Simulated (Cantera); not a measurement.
Input (Python, Cantera):

```python
import numpy as np
import cantera as ct

gas = ct.Solution("gri30.yaml")
gas.TPX = 1550, 290000, {'CO': 1, 'H2': 0.11, 'CH4': 0.12, 'O2': 1.47, 'N2': 5.54, 'H2O': 1.7}
reactor = ct.IdealGasConstPressureReactor(gas, energy="on", clone=False)
net = ct.ReactorNet([reactor])
net.rtol, net.atol = 1e-08, 1e-16
show = ['CO', 'H2', 'CH4', 'C2H6', 'H', 'CH2']
times = np.geomspace(2e-06, 2, 14)

steps = ct.SolutionArray(gas, extra=["t"])
rows = []
print(f"{'t/s':>10s}{'T/K':>9s}{'P/Pa':>11s}" + "".join(f"{s:>11s}" for s in show))
for t in times:
    while net.time < t:
        t_next = net.step()
        steps.append(gas.state, t=t_next)
    rows.append([np.interp(t, steps.t, y) for y in (steps.T, steps.P, *steps(*show).X.T)])
    print(f"{t:10.3e}{rows[-1][0]:9.1f}{rows[-1][1]:11.4g}" + "".join(f"{x:11.3e}" for x in rows[-1][2:]))
rate = np.gradient(steps.T, steps.t)
print("integrator steps:", len(steps.t))
if steps.T.max() > steps.T[0] + 200:
    print(f"time of steepest temperature rise: {steps.t[rate.argmax()]:.4e} s")
gas.TPX = 1550, 290000, {'CO': 1, 'H2': 0.11, 'CH4': 0.12, 'O2': 1.47, 'N2': 5.54, 'H2O': 1.7}
gas.equilibrate("HP")
print(f"equilibrium (HP): T = {gas.T:.1f} K  " + "  ".join(f"{s} {gas[s].X[0]:.3e}" for s in show))
```

Output:

```
       t/s      T/K       P/Pa         CO         H2        CH4       C2H6          H        CH2
 2.000e-06   1550.0    2.9e+05  1.006e-01  1.107e-02  1.207e-02  2.315e-11  1.692e-07  2.143e-12
 5.789e-06   1550.0    2.9e+05  1.006e-01  1.106e-02  1.206e-02  4.761e-09  8.371e-07  1.018e-10
 1.675e-05   1551.1    2.9e+05  1.005e-01  1.095e-02  1.179e-02  7.111e-06  2.684e-05  8.864e-08
 4.849e-05   2178.9    2.9e+05  2.797e-02  8.014e-03  4.135e-16  1.059e-29  5.094e-03  5.269e-16
 1.403e-04   2443.8    2.9e+05  7.652e-03  2.321e-03  9.812e-18  1.981e-33  6.247e-04  1.943e-17
 4.062e-04   2451.6    2.9e+05  6.941e-03  2.150e-03  8.622e-18  1.342e-33  5.553e-04  1.618e-17
 1.176e-03   2450.8    2.9e+05  6.925e-03  2.146e-03  8.582e-18  1.330e-33  5.528e-04  1.602e-17
 3.403e-03   2448.7    2.9e+05  6.882e-03  2.134e-03  8.473e-18  1.299e-33  5.461e-04  1.560e-17
 9.848e-03   2444.1    2.9e+05  6.787e-03  2.109e-03  8.225e-18  1.228e-33  5.313e-04  1.466e-17
 2.850e-02   2438.5    2.9e+05  6.677e-03  2.080e-03  7.931e-18  1.146e-33  5.143e-04  1.357e-17
 8.249e-02   2437.2    2.9e+05  6.651e-03  2.073e-03  7.862e-18  1.127e-33  5.103e-04  1.332e-17
 2.388e-01   2437.2    2.9e+05  6.651e-03  2.073e-03  7.861e-18  1.127e-33  5.103e-04  1.332e-17
 6.910e-01   2437.2    2.9e+05  6.651e-03  2.073e-03  7.861e-18  1.127e-33  5.103e-04  1.332e-17
 2.000e+00   2437.2    2.9e+05  6.651e-03  2.073e-03  7.861e-18  1.127e-33  5.103e-04  1.332e-17
integrator steps: 1378
time of steepest temperature rise: 3.2040e-05 s
equilibrium (HP): T = 2437.2 K  CO 6.651e-03  H2 2.073e-03  CH4 1.114e-17  C2H6 1.836e-33  H 5.103e-04  CH2 1.940e-17
```

Model: GRI-Mech 3.0 (53 species, 325 reactions), integrated in Cantera.
